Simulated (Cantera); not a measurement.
**Reactions in the system C-Cu-F-H**

Source: NASA polynomial tables (part measured, part estimated), evaluated in Cantera. Values are per mole of reaction as written; species without (g) are pure solids or liquids, kept so even where they would boil at 1 bar.

CuF2(g) + 2 CF3(g) = Cu + 2 CF4(g)

```
T (K)  ΔH° (kJ)  ΔS° (J/K)  ΔG° (kJ)  log10 K  condensed phases
-----  --------  ---------  --------  -------  ----------------
825      -654.3     -234.1    -461.2    29.20             Cu(s)
925      -652.8     -232.4    -437.9    24.73             Cu(s)
1025     -651.2     -230.7    -414.7    21.13             Cu(s)
1125     -649.4     -229.0    -391.7    18.19             Cu(s)
1225     -647.5     -227.4    -368.9    15.73             Cu(s)
1325     -645.4     -225.8    -346.2    13.65             Cu(s)
1425     -630.1     -214.5    -324.4    11.89             Cu(l)
1525     -627.9     -213.0    -303.0    10.38             Cu(l)
```

2 HF(g) + 2 C3H8(g) + Cu = CuF2 + 3 C2H6(g)

| T (K) | ΔH° (kJ) | ΔS° (J/K) | ΔG° (kJ) | log10 K | condensed phases |
|---|---|---|---|---|---|
| 825 | -33.5 | -153.4 | 93.1 | -5.89 | Cu(s), CuF2(s) |
| 925 | -31.8 | -151.5 | 108.3 | -6.12 | Cu(s), CuF2(s) |
| 1025 | -29.9 | -149.5 | 123.4 | -6.29 | Cu(s), CuF2(s) |
| 1125 | 27.5 | -97.7 | 137.4 | -6.38 | Cu(s), CuF2(l) |
| 1225 | 30.5 | -95.2 | 147.1 | -6.27 | Cu(s), CuF2(l) |
| 1325 | 33.4 | -92.9 | 156.5 | -6.17 | Cu(s), CuF2(l) |
| 1425 | 23.1 | -100.5 | 166.3 | -6.10 | Cu(l), CuF2(l) |
| 1525 | 26.0 | -98.6 | 176.3 | -6.04 | Cu(l), CuF2(l) |
